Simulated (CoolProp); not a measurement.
Saturation properties of octamethyltrisiloxane (MDM) (Tc = 292.2 °C, pc = 1438 kPa, ω = 0.528).

Computed with CoolProp (reference Helmholtz-energy equation of state, Thol 2017).

```csv
T (°C),p (kPa),enthalpy of vaporisation (kJ/kg),liquid cp (kJ/(kg K)),vapour Z
154.25,106.1,151.8,2.117,0.9231
161.95,128.9,148.2,2.139,0.9116
169.65,155.4,144.5,2.162,0.8989
177.35,185.9,140.7,2.185,0.8851
185.05,220.7,136.7,2.209,0.8699
192.85,260.7,132.5,2.235,0.8532
200.55,305.5,128.2,2.262,0.8353
208.25,355.9,123.7,2.290,0.8158
215.95,412.3,119.0,2.321,0.7945
223.65,475.3,113.9,2.355,0.7713
```

It boils at 152.5 °C under 1 atm.
